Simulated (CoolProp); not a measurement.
A single-stage vapour-compression cycle with R1233zd(E): evaporating at 287.15 K (dew point), condensing at 311.15 K (bubble point), superheat 2 K, subcooling 0 K, compressor efficiency 0.6, no pressure losses. Each further row changes one setting.

Computed with CoolProp (reference Helmholtz-energy equation of state, Akasaka 2022).

```
case                              cooling COP  pressure ratio  discharge temperature (K)  refrigerating effect (kJ/kg)  volumetric capacity (kJ/m³)
--------------------------------  -----------  --------------  -------------------------  ----------------------------  ---------------------------
as stated                                6.56            2.34                      324.0                           169                          825
evaporating temperature 292.15 K   (withheld)            1.94                 (withheld)                    (withheld)                         1010
condensing temperature 306.15 K          8.46            1.99                      317.2                           175                          854
subcooling 5 K                           6.80            2.34                      324.0                           175                          854
superheat 12 K                     (withheld)            2.34                      334.4                           177                   (withheld)
compressor efficiency 0.5                5.47            2.34                      330.0                           169                          825
```

Problem. Fill in the missing entries.

Solution. 
- evaporating temperature 292.15 K, cooling COP: 8.59
- evaporating temperature 292.15 K, discharge temperature (K): 321.4
- evaporating temperature 292.15 K, refrigerating effect (kJ/kg): 173
- superheat 12 K, cooling COP: 6.61
- superheat 12 K, volumetric capacity (kJ/m³): 831
